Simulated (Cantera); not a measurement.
Input: 1 mol SiH4, 0.24 mol C3H8, 8.8 mol H2, equilibrated at 2325 °C.

Method: chemical equilibrium by Gibbs-energy minimisation in Cantera with the NASA 1993 tables (ideal gas, pure condensed phases). Candidate condensed phases: C, C6H6, C7H8, C8H18, Si, SiC; 87 gas species. Mutual solubility and eutectic melting of coexisting phases are not modelled. Gases not in the tables: Si2H6 and higher silanes. Equilibrium is a limit: real reactors are often held back by kinetics, nucleation or transport.

Question: Which condensed phases are stable at each of these points (P (Pa)): 100, 400, 1600, 6300, 25000, 100000?

Answer: 
```
P (Pa)  condensed phases  Si condensed (%)
------  ----------------  ----------------
100             gas only               0.0
400             gas only               0.0
1600            gas only               0.0
6300            gas only               0.0
25000             SiC(s)              52.6
100000    Si(l) + SiC(s)              78.6
```

From 0.750 Torr to 47.3 Torr nothing is condensed. At 188 Torr the condensed part is SiC(s). At 750 Torr the condensed part is Si(l) + SiC(s).
